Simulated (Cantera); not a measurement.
A closed system holds: 1 mol TiO2, 1.3 mol C, 0.094 mol CO, equilibrated at 13.3 mbar.

These are equilibrium values from Cantera (NASA tables, ideal gas, pure condensed phases), not measurements of a reactor. Candidate condensed phases: C, Ti, TiC, TiO, TiO2, Ti2O3, Ti3O5, Ti4O7; 15 gas species. Mutual solubility and eutectic melting of coexisting phases are not modelled. TiC: taken at fixed stoichiometry. Rates play no part. All values below are at 1050 °C.

Base state: CO 1.000, CO2 5.92e-5 (mole fractions); condensed: TiC(s) + Ti3O5(s).

### Question
What changes in the equilibrium state with this change: pressure from 13.3 mbar to 0.390 bar?

### Answer
| species | before | after |
|---|---|---|
| CO | 1.000 | 0.998 |
| CO2 | 5.92e-5 | 0.00154 |
| TiC(s), mol | 0.363 | 0 |
| Ti3O5(s), mol | 0.212 | 0 |
| C(graphite), mol | 0 | 1.05 |
| Ti4O7(s), mol | 0 | 0.250 |
Condensed phases not in the tables: Magnéli phases beyond Ti4O7.

### Question
What changes in the equilibrium state with this change: TiO2 replaced by Cu2O?

### Answer
```
species            before    after
----------------  -------  -------
CO                  1.000    1.000
CO2               5.92e-5  5.27e-5
Cu                      0  2.01e-5
TiC(s), mol         0.363        0
Ti3O5(s), mol       0.212        0
C(graphite), mol        0    0.300
Cu(s), mol              0     2.00
```
Further candidate phases: Cu, CuO, Cu2O.
